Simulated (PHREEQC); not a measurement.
Dissolve 0.0018 mol/kgw KOH, 0.016 mol/kgw Al(NO3)3 and 9e-05 mol/kgw H3BO3 at 25 °C. Closed to the air; pH follows from the charge balance.

The numbers come from PHREEQC with the ion-association model, phreeqc.dat.

No solid was allowed to form.

What pH does the model give?

pH 4.37.

In which forms is Al present?

Al+3 89 %, AlOH+2 9.8 %, Al(OH)2+ 0.9 % of the Al.

Saturation is exceeded, for instance for Gibbsite (slow to form); the values hold only as long as no solid forms. Complexes and solids missing from the database can't appear.
